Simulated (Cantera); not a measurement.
Input: 1 mol SiO2, 6 mol C, 0.52 mol CO, equilibrated at 100000 Pa.

Cantera equilibrium calculation (NASA polynomials, part measured and part estimated; ideal gas, pure solids and liquids). Candidate condensed phases: C, Si, SiC, SiO2; 20 gas species. The tables hold silica as quartz up to 1696 K and as liquid above; real silica turns to tridymite and cristobalite and melts near 1996 K. Rates play no part.

Over these rows the condensed part is C(graphite) + SiO2(β-quartz). Partial pressures as log10 of bar:

```tsv
T (K)	1000/T (1/K)	log p CO2	log p CO
1300	0.7692	-2.29	0.00
1375	0.7273	-2.65	0.00
1450	0.6897	-2.98	0.00
1525	0.6557	-3.27	0.00
1600	0.6250	-3.54	0.00
1675	0.5970	?	0.00
```

**Question.** Fit log p(CO2) = a + b·(1000/T) to the five rows, give the apparent enthalpy, and predict the row at 1675 K.

**Answer.** Means: 1000/T = 0.6934, log p = -2.946. Sxy = 0.112729, Sxx = 0.0130084, so b = 8.67 and a = -2.946 − (8.67)×0.6934 = -8.96.
Apparent enthalpy: −19.145 × (8.67) = -166 kJ/mol. With the condensed phases at unit activity, 2 CO(g) = CO2(g) + C(graphite) links this pressure to the main gases: over the six rows their terms move log p by +0.00 in all, so the slope is close to that reaction's ΔH°. The five rows lie within 0.01 of the line.
Prediction at 1675 K: -8.96 + (8.67)×0.5970 = -3.78. The computed value is -3.78, 0.00 from the line.
